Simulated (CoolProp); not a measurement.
A simple Rankine cycle with water: condensing at 321.15 K, boiler at 0.0842 MPa, turbine inlet 518 K, turbine efficiency 0.8, pump efficiency 0.7, no recuperator. Each further row changes one setting.

Computed with CoolProp (reference Helmholtz-energy equation of state, Wagner 2002).

| case | thermal efficiency (%) | net work (kJ/kg) | heat in (kJ/kg) | turbine exit temperature (K) | volume ratio over the turbine |
|---|---|---|---|---|---|
| as stated | 11.0 | 305 | 2760 | 358.5 | 5.22 |
| turbine inlet 538 K | 11.3 | 318 | 2800 | 372.9 | 5.23 |
| condensing temperature 313.15 K | 12.6 | 353 | 2800 | 333.0 | 7.34 |
| boiler pressure 0.0589 MPa | 9.5 | 262 | 2760 | 381.8 | 3.89 |
| turbine efficiency 0.7 | 9.7 | 267 | 2760 | 378.5 | 5.51 |
